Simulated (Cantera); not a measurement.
**Thermodynamics of aluminium nitride and oxide growth, feed Al + O2 + H2 + H2O**

Charge: 1 mol Al, 21 mol O2, a varied amount of H2, 10 mol H2O, at 1152 °C and 6.50 mbar.

Cantera equilibrium calculation (NASA polynomials, part measured and part estimated; ideal gas, pure solids and liquids). Candidate condensed phases: Al, Al2O3, H2O; 19 gas species. Kinetics and transport are ignored.

From 3.5 mol H2 to 910 mol H2 the condensed part is Al2O3(s).

```csv
n(H2) (mol),x H2O,x H2,x O2,x OH,x H,n Al2O3(s)
3.5,0.422,4.53e-6,0.578,0.000367,1.80e-7,0.500
6.5,0.492,5.64e-6,0.507,0.000383,2.01e-7,0.500
12,0.607,7.90e-6,0.393,0.000399,2.38e-7,0.500
22,0.775,1.34e-5,0.224,0.000392,3.09e-7,0.500
41,0.990,0.00981,6.80e-7,1.85e-5,8.38e-6,0.500
77,0.580,0.420,1.28e-10,1.66e-6,5.48e-5,0.500
140,0.337,0.663,1.72e-11,7.65e-7,6.89e-5,0.500
260,0.187,0.813,3.53e-12,3.84e-7,7.63e-5,0.500
490,0.101,0.899,<1e-12,1.97e-7,8.02e-5,0.500
910,0.0549,0.945,<1e-12,1.04e-7,8.23e-5,0.500
```
x: gas mole fraction; n: condensed amount in mol.
